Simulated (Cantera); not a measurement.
Mixture: CH4 : O2 : N2 = 1 : 3.12 : 11.8 (molar parts), equivalence ratio 0.64, at 2.66 atm, adiabatic and at constant pressure. Ignition delay is the time to a rise of 400 K.

Computed with Cantera and GRI-Mech 3.0 (53 species, 325 reactions).

### Question
What does this change do: pressure from 2.66 atm to 2.17 atm?

### Answer
| quantity | before | after |
|---|---|---|
| delay at 1200 K | 14.9 ms | 18.0 ms |
| delay at 1400 K | 1.30 ms | 1.53 ms |
| delay at 1600 K | 0.189 ms | 0.223 ms |
| delay at 1800 K | 45.2 µs | 54.0 µs |
| delay at 2000 K | 15.4 µs | 18.6 µs |
| apparent activation energy between 1900 and 2100 K | 160 kJ/mol | 160 kJ/mol |

### Question
What does this change do: 0.082 parts C2H6 added?

### Answer
```csv
quantity,before,after
delay at 1200 K,14.9 ms,3.11 ms
delay at 1400 K,1.30 ms,0.377 ms
delay at 1600 K,0.189 ms,65.0 µs
delay at 1800 K,45.2 µs,17.7 µs
delay at 2000 K,15.4 µs,7.28 µs
apparent activation energy between 1900 and 2100 K,160 kJ/mol,120 kJ/mol
```

### Question
What does this change do: pressure from 2.66 atm to 1.00 atm?

### Answer
```csv
quantity,before,after
delay at 1200 K,14.9 ms,36.0 ms
delay at 1400 K,1.30 ms,2.80 ms
delay at 1600 K,0.189 ms,0.418 ms
delay at 1800 K,45.2 µs,0.108 ms
delay at 2000 K,15.4 µs,38.6 µs
apparent activation energy between 1900 and 2100 K,160 kJ/mol,150 kJ/mol
```
